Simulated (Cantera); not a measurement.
Cantera run, input and output.

```python
import numpy as np
import cantera as ct

gas = ct.Solution("gri30.yaml", transport_model="multicomponent")
show = ['NO', 'N2', 'H2O']

rows = []
print(f"{'T/K':>7s}{'rho':>11s}{'cp':>10s}{'mu':>11s}{'lambda':>11s}{'Pr':>7s}" + "".join(f"{'D_' + s:>11s}" for s in show))
for T in [400, 500, 600, 700, 800, 900]:
    gas.TPX = T, 760000, {'N2O': 0.47, 'CO2': 0.37}
    Pr = gas.cp_mass * gas.viscosity / gas.thermal_conductivity
    D = [gas.mix_diff_coeffs_mole[gas.species_index(s)] for s in show]
    rows.append([gas.density, gas.cp_mass, gas.viscosity, gas.thermal_conductivity, Pr, *D])
    print(f"{T:7g}{gas.density:11.4e}{gas.cp_mass:10.1f}{gas.viscosity:11.4e}"
          f"{gas.thermal_conductivity:11.4e}{Pr:7.3f}" + "".join(f"{d:11.4e}" for d in D))
print("SI units: kg/m3, J/kg/K, Pa s, W/m/K, m2/s")
```

Output:

```
    T/K        rho        cp         mu     lambda     Pr       D_NO       D_N2      D_H2O
    400 1.0057e+01     956.0 1.9587e-05 2.5267e-02  0.741 3.4590e-06 3.5313e-06 3.8586e-06
    500 8.0459e+00    1029.9 2.3753e-05 3.3032e-02  0.741 5.1362e-06 5.2437e-06 5.9775e-06
    600 6.7049e+00    1090.2 2.7561e-05 4.0611e-02  0.740 7.0564e-06 7.2040e-06 8.4807e-06
    700 5.7470e+00    1139.9 3.1087e-05 4.7951e-02  0.739 9.2019e-06 9.3944e-06 1.1335e-05
    800 5.0287e+00    1181.5 3.4384e-05 5.5036e-02  0.738 1.1559e-05 1.1801e-05 1.4514e-05
    900 4.4699e+00    1216.5 3.7494e-05 6.1862e-02  0.737 1.4118e-05 1.4413e-05 1.7997e-05
SI units: kg/m3, J/kg/K, Pa s, W/m/K, m2/s
```

Cantera simulation using GRI-Mech 3.0 (53 species, 325 reactions); the numbers are that mechanism's predictions, not measurements.
